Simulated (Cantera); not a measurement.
Feed: 1 mol SiH₂Cl₂, a varied amount of N₂, at 1448.15 K and 1.00 bar.

These are equilibrium values from Cantera (NASA tables, ideal gas, pure condensed phases), not measurements of a reactor. Candidate condensed phases: NH₄Cl, Si, Si₃N₄; 28 gas species. N₂ is the only nitrogen source here; it is nearly inert below about 1500 K, so the nitride shown seldom forms there in practice. The tables' values for SiCl₃ are old estimates; treat these amounts as uncertain. The numbers say what is thermodynamically allowed, not how fast it happens.

x: gas mole fraction; n: condensed amount in mol.

```json
[
 {"n(N₂) (mol)": "6.2", "x N₂": "0.759", "x HCl": "0.159", "x H₂": "0.0539", "x SiCl₄": "0.0240", "x SiCl₃": "0.00271", "x SiCl₂": "0.00112", "x SiHCl₃": "0.000696", "n Si₃N₄(s)": "0.262"},
 {"n(N₂) (mol)": "7.3", "x N₂": "0.789", "x HCl": "0.141", "x H₂": "0.0456", "x SiCl₄": "0.0203", "x SiCl₃": "0.00237", "x SiCl₂": "0.00102", "x SiHCl₃": "0.000561", "n Si₃N₄(s)": "0.264"},
 {"n(N₂) (mol)": "8.6", "x N₂": "0.816", "x HCl": "0.125", "x H₂": "0.0385", "x SiCl₄": "0.0170", "x SiCl₃": "0.00207", "x SiCl₂": "0.000923", "x SiHCl₃": "0.000449", "n Si₃N₄(s)": "0.266"},
 {"n(N₂) (mol)": "10", "x N₂": "0.839", "x HCl": "0.111", "x H₂": "0.0328", "x SiCl₄": "0.0144", "x SiCl₃": "0.00182", "x SiCl₂": "0.000843", "x SiHCl₃": "0.000365", "n Si₃N₄(s)": "0.268"},
 {"n(N₂) (mol)": "12", "x N₂": "0.862", "x HCl": "(withheld)", "x H₂": "(withheld)", "x SiCl₄": "(withheld)", "x SiCl₃": "0.00156", "x SiCl₂": "(withheld)", "x SiHCl₃": "(withheld)", "n Si₃N₄(s)": "0.270"},
 {"n(N₂) (mol)": "14", "x N₂": "0.880", "x HCl": "0.0850", "x H₂": "0.0228", "x SiCl₄": "0.00992", "x SiCl₃": "0.00136", "x SiCl₂": "0.000687", "x SiHCl₃": "0.000228", "n Si₃N₄(s)": "0.271"},
 {"n(N₂) (mol)": "17", "x N₂": "0.899", "x HCl": "0.0724", "x H₂": "0.0184", "x SiCl₄": "0.00793", "x SiCl₃": "0.00115", "x SiCl₂": "0.000610", "x SiHCl₃": "0.000172", "n Si₃N₄(s)": "0.273"},
 {"n(N₂) (mol)": "20", "x N₂": "0.913", "x HCl": "(withheld)", "x H₂": "(withheld)", "x SiCl₄": "(withheld)", "x SiCl₃": "0.000993", "x SiCl₂": "(withheld)", "x SiHCl₃": "(withheld)", "n Si₃N₄(s)": "0.275"},
 {"n(N₂) (mol)": "23", "x N₂": "0.924", "x HCl": "0.0561", "x H₂": "0.0131", "x SiCl₄": "0.00556", "x SiCl₃": "0.000876", "x SiCl₂": "0.000506", "x SiHCl₃": "0.000111", "n Si₃N₄(s)": "0.276"},
 {"n(N₂) (mol)": "27", "x N₂": "0.934", "x HCl": "0.0489", "x H₂": "0.0109", "x SiCl₄": "0.00459", "x SiCl₃": "0.000757", "x SiCl₂": "0.000458", "x SiHCl₃": "8.73e-5", "n Si₃N₄(s)": "0.278"},
 {"n(N₂) (mol)": "32", "x N₂": "0.944", "x HCl": "0.0421", "x H₂": "0.00892", "x SiCl₄": "0.00373", "x SiCl₃": "0.000647", "x SiCl₂": "0.000412", "x SiHCl₃": "6.77e-5", "n Si₃N₄(s)": "0.279"}
]
```

Q: Fill in the missing entries.

A: 
- 12, x HCl: 0.0962
- 12, x H₂: 0.0270
- 12, x SiCl₄: 0.0118
- 12, x SiCl₂: 0.000755
- 12, x SiHCl₃: 0.000283
- 20, x HCl: 0.0632
- 20, x H₂: 0.0153
- 20, x SiCl₄: 0.00656
- 20, x SiCl₂: 0.000552
- 20, x SiHCl₃: 0.000136
